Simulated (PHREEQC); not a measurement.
# Alkaline etch or developer

A solution holds 0.0012 mol TMAH and 0.00025 mol K2SO4 per kg of water, at 20 °C. Closed to the air; pH follows from the charge balance.

All values are PHREEQC results (ion-association model, phreeqc.dat), not measurements.

This is a speciation only: nothing precipitates in the calculation.

Q: What pH does the model give?

A: pH 11.22.

(CH3)4N+ isn't in the database: it is added as a free cation with an ion size of 4 Å.
